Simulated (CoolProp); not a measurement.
Vapour-liquid equilibrium of R125 (1) + dimethyl ether (2) at 4.25 bar; x and y are mole fractions of (1).

Values from CoolProp's multi-fluid Helmholtz-energy mixture model, Lemmon 2005 and Wu 2011; pair parameters Bell 2016.

```
x     bubble temperature (K)  y at the bubble point  dew temperature at overall composition x (K)  liquid density (mol/L)
----  ----------------------  ---------------------  --------------------------------------------  ----------------------
0.05                   286.5                  0.071                                         286.7                   14.55
0.15                   284.7                  0.212                                         285.5                       ?
0.25                   282.7                  0.352                                             ?                   13.85
0.35                   280.4                  0.488                                         282.8                   13.53
0.45                   277.6                  0.616                                             ?                   13.22
0.55                   274.5                  0.730                                         279.1                   12.92
0.65                   271.0                      ?                                         276.8                   12.63
0.75                   267.5                  0.901                                         273.8                   12.33
0.85                   264.0                  0.954                                         270.0                   12.02
0.95                   260.9                  0.989                                         264.3                   11.68
```

Task: What belongs in the gaps?

Result: 
- 0.15, liquid density (mol/L): 14.19
- 0.25, dew temperature at overall composition x (K): 284.2
- 0.45, dew temperature at overall composition x (K): 281.1
- 0.65, y at the bubble point: 0.827

No azeotrope shows between x = 0.05 and 0.95.

Pair parameters are fitted to limited data, so mixtures are less certain than the pure fluids.
